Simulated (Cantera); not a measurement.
**Hydrocarbon pyrolysis for carbon deposition**

An isothermal, constant-pressure homogeneous reactor starts with 9.71 % C2H6, 90.3 % H2, at 1823 K and 1.00 bar.

Detailed kinetics in Cantera: GRI-Mech 3.0 (53 species, 325 reactions). GRI-Mech 3.0 stops at C3 and has no aromatics, soot or wall deposition, so with more carbon than oxygen in the feed, carbon stays in small species such as C2H2 where larger ones or solid carbon would form.

```tsv
t (s)	x C2H6	x H2	x C2H4	x C2H	x C2H2	x H	x CH2
1.00e-5	0.00330	0.857	0.0283	2.48e-7	0.0105	0.00211	8.26e-6
5.99e-5	9.48e-5	0.860	0.0153	1.27e-7	0.0259	0.000440	5.09e-7
0.000359	5.07e-5	0.863	0.00281	1.58e-7	0.0390	0.000363	3.34e-7
0.00215	3.75e-5	0.871	0.00123	1.92e-7	0.0464	0.000374	2.99e-7
0.0129	1.14e-5	0.893	0.00122	2.64e-7	0.0622	0.000394	1.77e-7
0.0774	1.86e-6	0.910	0.00134	3.24e-7	0.0740	0.000414	6.77e-8
0.464	1.42e-6	0.911	0.00136	3.31e-7	0.0751	0.000417	5.60e-8
2.78	1.42e-6	0.911	0.00136	3.31e-7	0.0751	0.000417	5.60e-8
16.7	1.42e-6	0.911	0.00136	3.31e-7	0.0751	0.000417	5.60e-8
100	1.42e-6	0.911	0.00136	3.31e-7	0.0751	0.000417	5.60e-8
```
x: mole fraction; the columns are a selection and need not sum to one.

Equilibrium at this temperature and pressure: C2H6 1.42e-6, H2 0.911, C2H4 0.00136, C2H 3.31e-7, C2H2 0.0751, H 0.000417, CH2 5.60e-8 (gas phase only).
